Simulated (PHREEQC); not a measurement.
# City or well water

Model water analysis in mg/kgw, 20 °C, pH 8.39, pe 8.4:

```csv
constituent,mg/kgw
Na,24.5
K,2.97
Ca,15.7
Mg,1.8
Cl,14.5
S(6) as SO4,16.3
Alkalinity as HCO3,82.7
Zn,0.0358
Si as SiO2,0.161
Cd,0.415
```

Valence states are taken as typed.

The numbers come from PHREEQC with the ion-association model, phreeqc.dat.

No solid was allowed to form.

Problem. What specific conductance, charge-balance error does the model give?

Solution. specific conductance 192 µS/cm; charge-balance error -0.5 %.

Problem. In which forms is Mg present?

Solution. Mg+2 96 %, MgSO4 2.0 %, MgHCO3+ 1.2 %, MgCO3 0.9 % of the Mg.

Saturation is exceeded, for instance for Otavite; the values hold only as long as no solid forms. The database's zinc carbonate complexes are estimates, stronger than later reviews accept.
